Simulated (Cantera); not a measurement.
A freely propagating, adiabatic, planar premixed flame of H₂ : O₂ : N₂ = 1 : 0.385 : 1.8 (molar parts), unburnt at 575 K and 0.227 atm; mixture-averaged transport, grid criteria slope 0.08 and curve 0.16, no radiation.

Detailed kinetics in Cantera: the H2/O2 subset of GRI-Mech 3.0, which has no nitrogen chemistry. Burning velocities carry a grid error of a few per cent, more on coarse grids.

Task: Predict: laminar burning velocity; thermal thickness; peak x(O); peak x(H₂O₂); peak x(H); peak x(OH).

Result: 
| Item | Result |
|---|---|
| laminar burning velocity | 566 cm/s |
| thermal thickness | 3.28 mm |
| peak x(O) | 0.00885 |
| peak x(H₂O₂) | 2.18e-6 |
| peak x(H) | 0.0907 |
| peak x(OH) | 0.0111 |
